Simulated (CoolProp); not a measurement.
Properties of sulfur hexafluoride at several states (Tc = 45.6 °C, pc = 3.755 MPa, ω = 0.210).

The numbers come from the reference Helmholtz-energy equation of state, Guder 2009 in CoolProp.

| T (°C) | p (MPa) | phase | cp (kJ/(kg K)) | cv (kJ/(kg K)) |
|---|---|---|---|---|
| 0.95 | 12.3 | liquid | 0.9265 | 0.6196 |
| 325.45 | 0.521 | gas | 0.9342 | 0.8751 |
| -17.45 | 0.0523 | gas | 0.5932 | 0.5338 |
| 269.75 | 6 | supercritical | 0.9532 | 0.8573 |
| 22.55 | 0.0148 | gas | 0.6612 | 0.6039 |
